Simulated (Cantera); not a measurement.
An isothermal plug-flow reactor at 673 K and 0.257 atm (inlet), inlet velocity 3.2 m/s, active area per volume 120 1/m; feed 0.328 % H2, 0.748 % O2, 97.8 % N2, 1.09 % H2O, equivalence ratio 0.22.

Cantera simulation using Deutschmann's 1995 Pt surface mechanism with GRI-Mech 3.0 gas chemistry; the numbers are that mechanism's predictions, not measurements. Catalytic surfaces can have several steady states; this one follows from the mechanism file's or the stated starting coverage. Mass transfer to the wall is taken as infinitely fast.

x: gas mole fraction; θ: surface coverage.

```tsv
z (m)	x H2	x O2	x H2O	θ free Pt	θ O*	θ OH*
3.3e-05	0.00319	0.00743	0.0110	0.752	0.242	0.00614
5.8e-05	0.00312	0.00740	0.0111	0.739	0.255	0.00622
0.0001	0.00301	0.00735	0.0112	0.718	0.275	0.00634
0.00018	0.00282	0.00725	0.0114	0.681	0.312	0.00652
0.00033	…	0.00710	0.0117	0.621	0.373	0.00675
0.00058	…	0.00690	0.0121	0.539	0.454	0.00692
0.001	…	0.00668	0.0126	0.438	0.555	0.00691
0.0018	…	0.00643	0.0131	0.320	0.673	0.00654
0.0033	…	0.00622	0.0135	0.211	0.784	0.00576
```

Problem. Some entries are withheld; supply them.

Solution. 
- 0.00033, x H2: 0.00251
- 0.00058, x H2: 0.00212
- 0.001, x H2: 0.00167
- 0.0018, x H2: 0.00118
- 0.0033, x H2: 0.000746
